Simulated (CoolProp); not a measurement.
Vapour-liquid equilibrium of toluene (1) + m-xylene (2) at 370.2 K; x and y are mole fractions of (1).

Computed with CoolProp (multi-fluid Helmholtz-energy mixture model, Lemmon 2006 and Zhou 2012; pair parameters Bell 2016).

```json
[
 {"x": "0.05", "bubble pressure (MPa)": "0.03033", "y at the bubble point": "0.116", "dew pressure at overall composition x (MPa)": "0.02907", "liquid density (mol/L)": "7.543"},
 {"x": "0.2", "bubble pressure (MPa)": "0.03694", "y at the bubble point": "0.387", "dew pressure at overall composition x (MPa)": "0.03210", "liquid density (mol/L)": "7.691"},
 {"x": "0.35", "bubble pressure (MPa)": "0.04350", "y at the bubble point": "0.575", "dew pressure at overall composition x (MPa)": "0.03586", "liquid density (mol/L)": "7.845"},
 {"x": "0.5", "bubble pressure (MPa)": "0.04972", "y at the bubble point": "0.709", "dew pressure at overall composition x (MPa)": "0.04064", "liquid density (mol/L)": "8.005"},
 {"x": "0.65", "bubble pressure (MPa)": "0.05552", "y at the bubble point": "0.812", "dew pressure at overall composition x (MPa)": "0.04681", "liquid density (mol/L)": "8.173"},
 {"x": "0.8", "bubble pressure (MPa)": "0.06094", "y at the bubble point": "0.897", "dew pressure at overall composition x (MPa)": "0.05479", "liquid density (mol/L)": "8.350"},
 {"x": "0.95", "bubble pressure (MPa)": "0.06613", "y at the bubble point": "0.974", "dew pressure at overall composition x (MPa)": "0.06448", "liquid density (mol/L)": "8.539"}
]
```

No azeotrope shows between x = 0.05 and 0.95.

The pair parameters rest on a limited set of measurements; away from them the model extrapolates.
